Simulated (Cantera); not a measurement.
Carbon deposition, reforming and gasification: C₃H₆ + O₂ + N₂

Feed: 1 mol C₃H₆, 0.041 mol O₂, 2.4 mol N₂, equilibrated at 1223.15 K and 3380 Torr.

Method: chemical equilibrium by Gibbs-energy minimisation in Cantera with the NASA 1993 tables (ideal gas, pure condensed phases). Candidate condensed phases: C, C₆H₆, C₇H₈, C₈H₁₈, H₂O; 136 gas species. Rates play no part.

```json
{
 "x(H₂)": "0.523",
 "x(N₂)": "0.445",
 "x(CH₄)": "0.0164",
 "x(CO)": "0.0145",
 "x(H₂O)": "0.000685",
 "x(NH₃)": "0.000195",
 "x(HCN)": "4.62e-5",
 "x(CO₂)": "1.30e-5",
 "x(C₂H₄)": "1.65e-6",
 "n(C(graphite))": "2.83 mol",
 "gas_amount": "5.389 mol"
}
```
